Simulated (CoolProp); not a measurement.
CH3F (R41) along the isotherm -60.05 °C: fugacity coefficient from the reference equation and from simpler models built on Tc = 44.1 °C, pc = 5.906 MPa, ω = 0.200; each cubic takes its own stable root.

Model: reference Helmholtz-energy equation of state, Lemmon 2006, in CoolProp. It is a short technical equation, of lower accuracy than the large ones.

```tsv
p (MPa)	phase	reference	van der Waals	Redlich-Kwong	Soave-Redlich-Kwong	Peng-Robinson
0.0934	gas	0.9743	0.9882	0.9838	0.9825	0.9817
0.177	gas	0.9514	0.9776	0.9693	0.9669	0.9654
0.336	liquid	0.7006	0.9574	0.9418	…	0.7102
0.636	liquid	0.3727	0.9194	0.5360	0.3787	0.3781
1.21	liquid	0.1985	0.7015	0.2866	0.2024	0.2016
2.29	liquid	0.1075	0.3882	0.1563	0.1103	0.1095
4.33	liquid	…	0.2239	0.08776	0.06183	0.06098
8.22	liquid	0.03423	…	0.05176	0.03637	0.03542
15.6	liquid	0.02127	0.09892	0.03369	0.02357	0.02242
29.5	liquid	0.01526	0.09075	0.02629	0.01827	0.01666
```

Task: Complete the blanks.

Result: 
- 0.336, Soave-Redlich-Kwong: 0.7106
- 4.33, reference: 0.05953
- 8.22, van der Waals: 0.1388

At some of these states van der Waals, Redlich-Kwong gives the other phase, because its saturation line lies elsewhere.
